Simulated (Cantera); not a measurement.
Equilibrium for silicon epitaxy and polysilicon growth: SiCl4 + H2

Feed: 1 mol SiCl4, a varied amount of H2, held at 0.340 bar.

Cantera equilibrium calculation (NASA polynomials, part measured and part estimated; ideal gas, pure solids and liquids). Candidate condensed phases: Si; 19 gas species. The tables' values for SiCl3 are old estimates. Kinetics and transport are ignored.

Stable condensed phases:

```
T in K \ n(H2) in mol
         3.9   5 6.5 8.4  11  14  18  23  30  39  50
   1723    A   A   A   A   A   A   B   B   B   B   B
   1648    A   A   A   A   A   A   B   B   B   B   B
   1573    A   A   A   A   A   A   B   B   B   B   B
   1498    A   A   A   A   A   B   B   B   B   B   B
   1423    A   A   A   A   A   B   B   B   B   B   B
   1348    A   A   A   A   B   B   B   B   B   B   B
   1273    A   A   A   B   B   B   B   B   B   B   B
   1198    A   A   A   A   B   B   B   B   B   B   B
   1123    A   A   A   A   A   B   B   B   B   B   B
   1048    A   A   A   A   A   A   A   A   A   B   B
    973    A   A   A   A   A   A   A   A   A   A   A
```

A: gas only; B: Si.
